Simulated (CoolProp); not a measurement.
Properties of hydrogen chloride along the isobar 12.3 MPa (Tc = 51.5 °C, pc = 8.314 MPa, ω = 0.130).

Values from CoolProp's reference Helmholtz-energy equation of state, Thol 2018.

| T (°C) | phase | cv (kJ/(kg K)) | speed of sound (m/s) |
|---|---|---|---|
| 47.05 | liquid | 0.8848 | 461.4 |
| 74.35 | supercritical | 1.004 | 260.2 |
| 101.55 | supercritical | 0.8288 | 295.0 |
| 128.85 | supercritical | 0.7207 | 325.0 |
| 156.15 | supercritical | 0.6650 | 347.9 |
| 183.35 | supercritical | 0.6344 | 366.9 |
| 210.65 | supercritical | 0.6170 | 383.6 |
| 237.85 | supercritical | 0.6072 | 398.6 |
| 265.15 | supercritical | 0.6020 | 412.4 |
| 292.35 | supercritical | 0.5996 | 425.1 |
| 319.65 | supercritical | 0.5991 | 437.2 |
| 346.95 | supercritical | 0.5999 | 448.6 |
| 374.15 | supercritical | 0.6015 | 459.4 |
